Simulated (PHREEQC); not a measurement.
Make-up at 50 °C: 0.23 mol/kgw NH4Cl and 0.00023 mol/kgw Na2B4O7. Closed to the air; pH follows from the charge balance.

The numbers come from PHREEQC with the ion-association model, phreeqc.dat.

### Question
The ionic strength comes out as 0.230 mol/kgw. What activity coefficients do NH4+, Na+, H2BO3-, Cl-, H+ get?

### Answer
NH4+ 0.66, Na+ 0.73, H2BO3- 0.73, Cl- 0.70, H+ 0.79.

Precipitation was switched off in this run. Species that the database lacks are ignored. Constants without temperature data keep their 25 °C values here.
